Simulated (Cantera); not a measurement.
An isothermal, constant-pressure homogeneous reactor starts with N2O : N2 = 1 : 9 (molar parts), at 1450 K and 9.00 Torr. Integrator tolerance rtol = 1e-08.

Detailed kinetics in Cantera: GRI-Mech 3.0 (53 species, 325 reactions). GRI-Mech 3.0 was tuned for natural gas; its chemistry of N2O as a main component is partial and can be far from experiment. Radical loss at walls, strong at low pressure, is not modelled. The temperature is held fixed by assumption; the heat of reaction is taken as removed at once.

Question: What does this change do: pressure from 9.00 Torr to 1.10 bar?

Answer: 
```
quantity                                           before                                    after
----------------  ---------------------------------------  ---------------------------------------
x(N2O) at 10.0 s  0.00255 (gas-phase equilibrium 3.74e-9)  1.21e-7 (gas-phase equilibrium 3.58e-8)
x(NO) at 10.0 s   0.0205 (gas-phase equilibrium 0.000499)  0.0165 (gas-phase equilibrium 0.000499)
x(NO2) at 10.0 s  2.25e-6 (gas-phase equilibrium 1.62e-7)  4.69e-5 (gas-phase equilibrium 1.55e-6)
x(O2) at 10.0 s     0.0361 (gas-phase equilibrium 0.0474)    0.0393 (gas-phase equilibrium 0.0474)
x(N2) at 10.0 s       0.941 (gas-phase equilibrium 0.952)      0.944 (gas-phase equilibrium 0.952)
```

Question: What does this change do: temperature 1450 to 1050 K?

Answer: 
```tsv
quantity	before	after
x(N2O) at 10.0 s	0.00255 (gas-phase equilibrium 3.74e-9)	0.0997 (gas-phase equilibrium 2.62e-10)
x(NO) at 10.0 s	0.0205 (gas-phase equilibrium 0.000499)	1.50e-5 (gas-phase equilibrium 2.78e-5)
x(NO2) at 10.0 s	2.25e-6 (gas-phase equilibrium 1.62e-7)	8.15e-10 (gas-phase equilibrium 5.58e-8)
x(O2) at 10.0 s	0.0361 (gas-phase equilibrium 0.0474)	0.000134 (gas-phase equilibrium 0.0476)
x(N2) at 10.0 s	0.941 (gas-phase equilibrium 0.952)	0.900 (gas-phase equilibrium 0.952)
```
The mechanism lacks the step 2 NO + O2 → 2 NO2, which can matter for NO2 below about 1400 K.
